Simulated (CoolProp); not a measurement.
A simple Rankine cycle with benzene: condensing at 303.15 K, boiler at 0.148 MPa, turbine inlet 371 K, turbine efficiency 0.6, pump efficiency 0.6, no recuperator. Each further row changes one setting.

Model: reference Helmholtz-energy equation of state, Thol 2012, in CoolProp.

```json
[
 {"case": "as stated", "thermal efficiency (%)": "9.2", "net work (kJ/kg)": "46.6", "heat in (kJ/kg)": "507", "turbine exit temperature (K)": "329.9", "volume ratio over the turbine": "8.58"},
 {"case": "turbine inlet 391 K", "thermal efficiency (%)": "9.3", "net work (kJ/kg)": "49.7", "heat in (kJ/kg)": "535", "turbine exit temperature (K)": "350.5", "volume ratio over the turbine": "8.59"},
 {"case": "condensing temperature 295.15 K", "thermal efficiency (%)": "10.3", "net work (kJ/kg)": "(withheld)", "heat in (kJ/kg)": "521", "turbine exit temperature (K)": "(withheld)", "volume ratio over the turbine": "(withheld)"},
 {"case": "boiler pressure 0.104 MPa", "thermal efficiency (%)": "7.9", "net work (kJ/kg)": "40.2", "heat in (kJ/kg)": "508", "turbine exit temperature (K)": "(withheld)", "volume ratio over the turbine": "6.07"},
 {"case": "turbine efficiency 0.5", "thermal efficiency (%)": "7.7", "net work (kJ/kg)": "38.8", "heat in (kJ/kg)": "507", "turbine exit temperature (K)": "336.4", "volume ratio over the turbine": "8.75"}
]
```

### Question
What belongs in the gaps?

### Answer

- condensing temperature 295.15 K, net work (kJ/kg): 53.5
- condensing temperature 295.15 K, turbine exit temperature (K): 323.8
- condensing temperature 295.15 K, volume ratio over the turbine: 12.2
- boiler pressure 0.104 MPa, turbine exit temperature (K): 336.8
